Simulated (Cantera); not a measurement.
A freely propagating, adiabatic, planar premixed flame of H2 : O2 : N2 = 1 : 0.5 : 1.88 (molar parts), unburnt at 375 K and 0.306 atm; mixture-averaged transport, grid criteria slope 0.08 and curve 0.16, no radiation.

Detailed kinetics in Cantera: the H2/O2 subset of GRI-Mech 3.0, which has no nitrogen chemistry. Burning velocities carry a grid error of a few per cent, more on coarse grids.

Q: Predict: laminar burning velocity; thermal thickness; peak x(OH); peak x(H2O2); peak x(H).

A: 
- laminar burning velocity: 307 cm/s
- thermal thickness: 1.83 mm
- peak x(OH): 0.0159
- peak x(H2O2): 4.50e-5
- peak x(H): 0.0643
